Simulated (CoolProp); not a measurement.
A closed Brayton cycle with carbon dioxide: compressor inlet 323.15 K and 8.4 MPa, high pressure 25.2 MPa, turbine inlet 920 K, compressor efficiency 0.89, turbine efficiency 0.9, recuperator effectiveness 0.8 (on enthalpy, no pinch check). Each further row changes one setting.

Model: reference Helmholtz-energy equation of state, Span 1996, in CoolProp.

```
case                           thermal efficiency (%)  net work (kJ/kg)  compressor to turbine work  compressor exit (K)  turbine exit (K)
-----------------------------  ----------------------  ----------------  --------------------------  -------------------  ----------------
as stated                                        32.7               108                        0.33                411.2             780.1
turbine inlet 870 K                              31.7              98.5                        0.35                411.2             734.9
compressor inlet 333.15 K                        31.9               101                        0.37                428.9             780.1
high pressure 21.4 MPa                           30.8              95.4                        0.31                397.8             800.2
recuperator effectiveness 0.5                    23.6               108                        0.33                411.2             780.1
```
